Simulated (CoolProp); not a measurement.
Diethyl ether along the isotherm 492.9 K: fugacity coefficient from the reference equation and from simpler models built on Tc = 467.9 K, pc = 3717 kPa, ω = 0.282; each cubic takes its own stable root.

Values from CoolProp's reference Helmholtz-energy equation of state, Thol 2014.

```csv
p (kPa),phase,reference
620,gas,0.9534
1240,gas,0.9070
1860,gas,0.8608
2480,gas,0.8148
3100,gas,0.7688
3720,supercritical,0.7226
4340,supercritical,0.6759
4960,supercritical,0.6287
5580,supercritical,0.5826
```

Problem. How far does each simpler model (van der Waals, Redlich-Kwong, Peng-Robinson) lie from the reference over these 9 states: mean and median of the absolute difference, and the worst?

Solution. 
- van der Waals: mean 1.5 %, median 1.6 %, worst +2.2 % at 492.9 K and 3720 kPa
- Redlich-Kwong: mean 0.4 %, median 0.4 %, worst -0.5 % at 492.9 K and 4960 kPa
- Peng-Robinson: mean 1.9 %, median 2.0 %, worst -2.4 % at 492.9 K and 4340 kPa
